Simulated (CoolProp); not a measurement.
Vapour-liquid equilibrium of carbon dioxide (1) + R125 (2) at 244.2 K; x and y are mole fractions of (1).

The numbers come from the multi-fluid Helmholtz-energy mixture model, Span 1996 and Lemmon 2005; pair parameters Bell 2016 in CoolProp.

```tsv
x	bubble pressure, mixture model (MPa)	bubble pressure, Raoult's law (MPa)	y, mixture model	y, Raoult's law
0.05	[?]	0.3001	0.265	0.246
0.2	0.5409	0.4862	0.614	0.608
0.35	0.7447	0.6723	0.754	0.770
0.5	0.9249	0.8584	0.832	0.861
0.65	[?]	1.045	[?]	0.920
0.8	1.251	1.231	[?]	0.961
0.95	[?]	1.417	[?]	0.992
```

Q: What belongs in the gaps?

A: 
- 0.05, bubble pressure, mixture model (MPa): 0.3154
- 0.65, bubble pressure, mixture model (MPa): 1.090
- 0.65, y, mixture model: 0.888
- 0.8, y, mixture model: 0.935
- 0.95, bubble pressure, mixture model (MPa): 1.419
- 0.95, y, mixture model: 0.983

The largest gap from Raoult's law is +11.3 % in bubble pressure, at x = 0.2. No azeotrope shows between x = 0.05 and 0.95.

Pair parameters are fitted to limited data, so mixtures are less certain than the pure fluids.
